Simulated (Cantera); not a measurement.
Charge: 1 mol C, 0.15 mol NH3, a varied amount of H2, equilibrated at 2725 °C and 0.975 Torr.

Equilibrium computed with Cantera from the NASA thermochemical tables; the gas is ideal and each condensed phase is pure. Candidate condensed phases: C, C6H6, C7H8, C8H18; 92 gas species. The numbers say what is thermodynamically allowed, not how fast it happens.

x: gas mole fraction; nothing condenses.

```json
[
 {"n(H2) (mol)": "1.7", "x H": "0.842", "x C3": "0.0587", "x H2": "0.0374", "x C": "0.0241", "x N2": "0.0131"},
 {"n(H2) (mol)": "2.4", "x H": "0.867", "x C3": "0.0426", "x H2": "0.0396", "x C": "0.0217", "x N2": "0.00977"},
 {"n(H2) (mol)": "3.3", "x H": "0.885", "x C3": "0.0310", "x H2": "0.0413", "x C": "0.0195", "x N2": "0.00734"},
 {"n(H2) (mol)": "4.7", "x H": "0.901", "x C3": "0.0213", "x H2": "0.0429", "x C": "0.0172", "x N2": "0.00528"},
 {"n(H2) (mol)": "6.7", "x H": "0.914", "x C3": "0.0142", "x H2": "0.0440", "x C": "0.0150", "x N2": "0.00376"},
 {"n(H2) (mol)": "9.4", "x H": "0.923", "x C3": "0.00946", "x H2": "0.0449", "x C": "0.0131", "x N2": "0.00270"},
 {"n(H2) (mol)": "13", "x H": "0.930", "x C3": "(withheld)", "x H2": "0.0456", "x C": "(withheld)", "x N2": "(withheld)"},
 {"n(H2) (mol)": "19", "x H": "0.935", "x C3": "0.00372", "x H2": "0.0462", "x C": "0.00962", "x N2": "0.00135"},
 {"n(H2) (mol)": "27", "x H": "0.940", "x C3": "0.00222", "x H2": "0.0466", "x C": "0.00809", "x N2": "0.000958"},
 {"n(H2) (mol)": "38", "x H": "0.943", "x C3": "(withheld)", "x H2": "0.0469", "x C": "(withheld)", "x N2": "(withheld)"},
 {"n(H2) (mol)": "54", "x H": "0.945", "x C3": "0.000698", "x H2": "0.0471", "x C": "0.00550", "x N2": "0.000491"},
 {"n(H2) (mol)": "76", "x H": "0.947", "x C3": "0.000364", "x H2": "0.0473", "x C": "0.00443", "x N2": "0.000355"}
]
```

**Question.** Some entries are withheld; supply them.

**Answer.** 
- 38, x C3: 0.00129
- 38, x C: 0.00675
- 38, x N2: 0.000687
- 13, x C3: 0.00625
- 13, x C: 0.0114
- 13, x N2: 0.00197
